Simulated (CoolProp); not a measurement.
Vapour-liquid equilibrium of R125 (1) + R1234yf (2) at 0.318 bar; x and y are mole fractions of (1).

The numbers come from the multi-fluid Helmholtz-energy mixture model, Lemmon 2005 and Lemmon 2022; pair parameters Bell 2023 in CoolProp.

| x | bubble temperature, mixture model (°C) | bubble temperature, Raoult's law (°C) | y, mixture model | y, Raoult's law |
|---|---|---|---|---|
| 0.05 | -54.2 | -54.2 | 0.117 | 0.117 |
| 0.2 | (withheld) | -57.6 | 0.388 | 0.390 |
| 0.35 | (withheld) | -60.5 | 0.579 | 0.582 |
| 0.5 | (withheld) | -62.9 | 0.719 | 0.723 |
| 0.65 | -65.1 | -65.1 | (withheld) | 0.831 |
| 0.8 | -66.9 | -66.9 | (withheld) | 0.914 |
| 0.95 | -68.6 | -68.6 | (withheld) | 0.981 |

Problem. What belongs in the gaps?

Solution. 
- 0.2, bubble temperature, mixture model (°C): -57.7
- 0.35, bubble temperature, mixture model (°C): -60.6
- 0.5, bubble temperature, mixture model (°C): -63.0
- 0.65, y, mixture model: 0.827
- 0.8, y, mixture model: 0.912
- 0.95, y, mixture model: 0.980

The largest gap from Raoult's law is -0.1 K in bubble temperature, at x = 0.2. No azeotrope shows between x = 0.05 and 0.95.

Pair parameters are fitted to limited data, so mixtures are less certain than the pure fluids.
